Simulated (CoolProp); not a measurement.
A simple Rankine cycle with R365MFC: condensing at 300.15 K, boiler at 0.908 MPa, turbine inlet 499 K, turbine efficiency 0.75, pump efficiency 0.6, no recuperator. Each further row changes one setting.

Computed with CoolProp (reference Helmholtz-energy equation of state, Lemmon 2016).

```tsv
case	thermal efficiency (%)	net work (kJ/kg)	heat in (kJ/kg)	turbine exit temperature (K)	volume ratio over the turbine
as stated	12.0	50.3	418	453.6	14.5
condensing temperature 292.15 K	13.1	56.3	429	448.6	19.9
boiler pressure 0.636 MPa	10.6	44.6	421	…	…
turbine efficiency 0.65	…	43.4	418	459.0	…
```

Task: Some entries are withheld; supply them.

Result: 
- boiler pressure 0.636 MPa, turbine exit temperature (K): 460.2
- boiler pressure 0.636 MPa, volume ratio over the turbine: 10.0
- turbine efficiency 0.65, thermal efficiency (%): 10.4
- turbine efficiency 0.65, volume ratio over the turbine: 14.7
